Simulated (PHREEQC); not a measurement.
# Reverse-osmosis permeate

A made-up water analysis in mmol/kgw, 25 °C, pH 5.77, pe 11.2:

```csv
constituent,mmol/kgw
Na,0.215
K,0.219
Ca,0.0727
Mg,0.0136
Cl,0.404
S(6),0.107
Alkalinity (meq/kgw),0.00808
Zn,0.0021
N(5),0.00511
O(0) (counted as O atoms),0.0147
Cu(2),7.21e-05
Br,0.0128
Ni,0.000144
```

Valence states are taken as typed.

All values are PHREEQC results (ion-association model, wateq4f.dat), not measurements.

```
Item                            Result
--------------------  ----------------
ionic strength        0.000819 mol/kgw
charge-balance error            -2.6 %
```

| species | molality | activity | log γ |
|---|---|---|---|
| Cl- | 0.000404 | 0.000391 | -0.014 |
| K+ | 0.000219 | 0.000212 | -0.014 |
| Na+ | 0.000215 | 0.000208 | -0.014 |
| SO4-2 | 0.000105 | 9.26e-5 | -0.056 |
| Ca+2 | 7.15e-5 | 6.29e-5 | -0.056 |
| CO2 | 3.63e-5 | 3.63e-5 | 0.000 |
| Mg+2 | 1.33e-5 | 1.17e-5 | -0.055 |
| Br- | 1.28e-5 | 1.24e-5 | -0.014 |
| HCO3- | 9.82e-6 | 9.51e-6 | -0.014 |
| O2 | 7.35e-6 | 7.35e-6 | 0.000 |
| NO3- | 5.11e-6 | 4.95e-6 | -0.014 |
| Zn+2 | 2.05e-6 | 1.81e-6 | -0.055 |
| H+ | 1.75e-6 | 1.70e-6 | -0.013 |
| CaSO4 | 1.16e-6 | 1.16e-6 | 0.000 |

Precipitation was switched off in this run. Complexes and solids missing from the database can't appear.
